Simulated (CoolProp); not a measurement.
Vapour-liquid equilibrium of R1234ze(E) (1) + R227EA (2) at 278.8 K; x and y are mole fractions of (1).

Values from CoolProp's multi-fluid Helmholtz-energy mixture model, Thol 2016 and Lemmon 2016; pair parameters Bell 2023.

### Question
Give the bubble pressure and the first vapour's composition at x = 0.05, 0.35, 0.65. Is there an azeotrope?

### Answer
x = 0.05: 2.422 bar, y = 0.058; x = 0.35: 2.536 bar, y = 0.377; x = 0.65: 2.615 bar, y = 0.666. No azeotrope shows between x = 0.05 and 0.95.

Pair parameters are fitted to limited data, so mixtures are less certain than the pure fluids.
